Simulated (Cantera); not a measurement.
Feed: 1 mol Al, 3.7 mol HCl, 0.23 mol N₂, held at 1473.15 K and 0.0100 bar.

Method: chemical equilibrium by Gibbs-energy minimisation in Cantera with the NASA 1993 tables (ideal gas, pure condensed phases). Candidate condensed phases: Al, AlCl₃, AlN, NH₄Cl; 20 gas species. The tables' values for AlCl₂ are old estimates; treat these amounts as uncertain. Equilibrium is a limit: real reactors are often held back by kinetics, nucleation or transport.

Base state: H₂ 0.421, AlCl₃ 0.271, HCl 0.224, N₂ 0.0663, AlCl₂ 0.0125, AlCl 0.00501, H 8.22e-5, Cl 3.55e-5 (mole fractions); condensed: gas only.

Question: What changes in the equilibrium state with this change: temperature from 1473.15 K to 673.15 K?

Answer: 
| species | before | after |
|---|---|---|
| H₂ | 0.421 | 0.457 |
| AlCl₃ | 0.271 | 0.214 |
| HCl | 0.224 | 0.213 |
| Al₂Cl₆ | 9.76e-7 | 0.0453 |
| AlCl₂ | 0.0125 | <1e-9 |
| N₂ | 0.0663 | 0.0701 |
| AlCl | 0.00501 | <1e-9 |
| H | 8.22e-5 | <1e-9 |
